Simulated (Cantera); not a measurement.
Charge: 1 mol Pb, 1.8 mol CO, 0.62 mol H2, at 10.0 Torr.

Cantera equilibrium calculation (NASA polynomials, part measured and part estimated; ideal gas, pure solids and liquids). Candidate condensed phases: C, C6H6, C7H8, C8H18, H2O, Pb, PbO, PbO2, Pb3O4; 113 gas species. Rates play no part.

Task: At 1275 °C, list the 5 most abundant gas species with their mole fractions, and the condensed phases.

Result: CO 0.526, Pb 0.292, H2 0.181, H 0.000114, Pb2 1.67e-5. Condensed: gas only.
